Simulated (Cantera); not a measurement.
An adiabatic, constant-volume homogeneous reactor starts with CH₄ : O₂ : N₂ : H₂O = 1 : 5.56 : 20.9 : 0.87 (molar parts), equivalence ratio 0.36, at 1623 K and 1.01 bar. Integrator tolerance rtol = 1e-08.

Model: GRI-Mech 3.0 (53 species, 325 reactions), integrated in Cantera.

Problem. What does this change do: constant pressure in place of constant volume?

Solution. 
| quantity | before | after |
|---|---|---|
| time of steepest temperature rise | 0.317 ms | 0.325 ms |
| temperature at 0.500 s | 2422 K | 2287 K |
| equilibrium temperature | 2422 K | 2287 K |
| x(CH₄) at 0.500 s | <1e-12 (gas-phase equilibrium <1e-12) | <1e-12 (gas-phase equilibrium <1e-12) |
| x(O₂) at 0.500 s | 0.116 (gas-phase equilibrium 0.116) | 0.118 (gas-phase equilibrium 0.118) |
| x(H₂O) at 0.500 s | 0.0954 (gas-phase equilibrium 0.0954) | 0.0973 (gas-phase equilibrium 0.0973) |
| x(H₂) at 0.500 s | 0.000922 (gas-phase equilibrium 0.000922) | 0.000546 (gas-phase equilibrium 0.000545) |
| x(HCN) at 0.500 s | 1.53e-12 (gas-phase equilibrium 1.53e-12) | <1e-12 (gas-phase equilibrium <1e-12) |
| x(CH₃) at 0.500 s | <1e-12 (gas-phase equilibrium <1e-12) | <1e-12 (gas-phase equilibrium <1e-12) |
| x(CH₂O) at 0.500 s | 1.08e-12 (gas-phase equilibrium 1.08e-12) | <1e-12 (gas-phase equilibrium <1e-12) |

Problem. What does this change do: CH4 1 to 1.3 parts?

Solution. 
```csv
quantity,before,after
time of steepest temperature rise,0.317 ms,0.327 ms
temperature at 0.500 s,2422 K,2568 K
equilibrium temperature,2422 K,2568 K
x(CH₄) at 0.500 s,<1e-12 (gas-phase equilibrium <1e-12),<1e-12 (gas-phase equilibrium <1e-12)
x(O₂) at 0.500 s,0.116 (gas-phase equilibrium 0.116),0.0925 (gas-phase equilibrium 0.0925)
x(H₂O) at 0.500 s,0.0954 (gas-phase equilibrium 0.0954),0.110 (gas-phase equilibrium 0.110)
x(H₂) at 0.500 s,0.000922 (gas-phase equilibrium 0.000922),0.00235 (gas-phase equilibrium 0.00235)
x(HCN) at 0.500 s,1.53e-12 (gas-phase equilibrium 1.53e-12),1.59e-11 (gas-phase equilibrium 1.59e-11)
x(CH₃) at 0.500 s,<1e-12 (gas-phase equilibrium <1e-12),<1e-12 (gas-phase equilibrium <1e-12)
x(CH₂O) at 0.500 s,1.08e-12 (gas-phase equilibrium 1.08e-12),8.22e-12 (gas-phase equilibrium 8.22e-12)
```

Problem. What does this change do: 0.2 parts H2 added?

Solution. 
```csv
quantity,before,after
time of steepest temperature rise,0.317 ms,0.185 ms
temperature at 0.500 s,2422 K,2454 K
equilibrium temperature,2422 K,2454 K
x(CH₄) at 0.500 s,<1e-12 (gas-phase equilibrium <1e-12),<1e-12 (gas-phase equilibrium <1e-12)
x(O₂) at 0.500 s,0.116 (gas-phase equilibrium 0.116),0.111 (gas-phase equilibrium 0.111)
x(H₂O) at 0.500 s,0.0954 (gas-phase equilibrium 0.0954),0.101 (gas-phase equilibrium 0.101)
x(H₂) at 0.500 s,0.000922 (gas-phase equilibrium 0.000922),0.00117 (gas-phase equilibrium 0.00117)
x(HCN) at 0.500 s,1.53e-12 (gas-phase equilibrium 1.53e-12),2.47e-12 (gas-phase equilibrium 2.47e-12)
x(CH₃) at 0.500 s,<1e-12 (gas-phase equilibrium <1e-12),<1e-12 (gas-phase equilibrium <1e-12)
x(CH₂O) at 0.500 s,1.08e-12 (gas-phase equilibrium 1.08e-12),1.64e-12 (gas-phase equilibrium 1.64e-12)
```
